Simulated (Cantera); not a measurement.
Input: 1 mol Ta2O5, 4.9 mol CH4, 0.38 mol H2, equilibrated at 10.0 mbar.

Cantera equilibrium calculation (NASA polynomials, part measured and part estimated; ideal gas, pure solids and liquids). Candidate condensed phases: C, C6H6, C7H8, C8H18, H2O, Ta, TaC, Ta2O5; 113 gas species. Mutual solubility and eutectic melting of coexisting phases are not modelled. TaC: taken at fixed stoichiometry. Condensed phases not in the tables: Ta2C. The numbers say what is thermodynamically allowed, not how fast it happens.

**Question.** At 1700 K, list the 5 most abundant gas species with their mole fractions, and the condensed phases.

**Answer.** H2 0.742, CO 0.255, H 0.00127, H2O 0.000944, CO2 9.50e-5. Condensed: TaC(s) + Ta2O5(s).
